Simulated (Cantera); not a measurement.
## Reactions in the system C-Cl-Ti

Standard-state values (1 bar) from the NASA 1993 polynomials, evaluated with Cantera. Values are per mole of reaction as written; species without (g) are pure solids or liquids, kept so even where they would boil at 1 bar. TiC: taken at fixed stoichiometry.

2 CCl4(g) + 2 TiCl3 = 2 TiC + 7 Cl2(g)

```json
[
 {"T (K)": "400", "ΔH° (kJ)": "1261.4", "ΔS° (J/K)": "694.5", "ΔG° (kJ)": "983.6", "log10 K": "-128.44"},
 {"T (K)": "425", "ΔH° (kJ)": "1260.1", "ΔS° (J/K)": "691.4", "ΔG° (kJ)": "966.3", "log10 K": "-118.76"},
 {"T (K)": "450", "ΔH° (kJ)": "1258.8", "ΔS° (J/K)": "688.5", "ΔG° (kJ)": "949.0", "log10 K": "-110.16"},
 {"T (K)": "475", "ΔH° (kJ)": "1257.6", "ΔS° (J/K)": "685.7", "ΔG° (kJ)": "931.9", "log10 K": "-102.47"},
 {"T (K)": "500", "ΔH° (kJ)": "1256.3", "ΔS° (J/K)": "683.1", "ΔG° (kJ)": "914.8", "log10 K": "-95.56"},
 {"T (K)": "525", "ΔH° (kJ)": "1255.0", "ΔS° (J/K)": "680.5", "ΔG° (kJ)": "897.7", "log10 K": "-89.32"}
]
```

TiC + 7 TiCl4 = 8 TiCl3(g) + CCl4(g)

| T (K) | ΔH° (kJ) | ΔS° (J/K) | ΔG° (kJ) | log10 K |
|---|---|---|---|---|
| 400 | 1366.0 | 947.1 | 987.2 | -128.91 |
| 425 | 1357.5 | 926.4 | 963.8 | -118.45 |
| 450 | 1349.2 | 907.3 | 940.9 | -109.21 |
| 475 | 1340.9 | 889.5 | 918.4 | -100.99 |
| 500 | 1332.8 | 872.8 | 896.4 | -93.64 |
| 525 | 1324.7 | 857.1 | 874.8 | -87.03 |

TiC + 7 Cl(g) = TiCl3 + CCl4(g)

```csv
T (K),ΔH° (kJ),ΔS° (J/K),ΔG° (kJ),log10 K
400,-1483.2,-732.7,-1190.2,155.42
425,-1483.4,-733.1,-1171.8,144.02
450,-1483.6,-733.6,-1153.5,133.89
475,-1483.8,-734.0,-1135.2,124.83
500,-1484.0,-734.3,-1116.8,116.67
525,-1484.2,-734.7,-1098.5,109.29
```
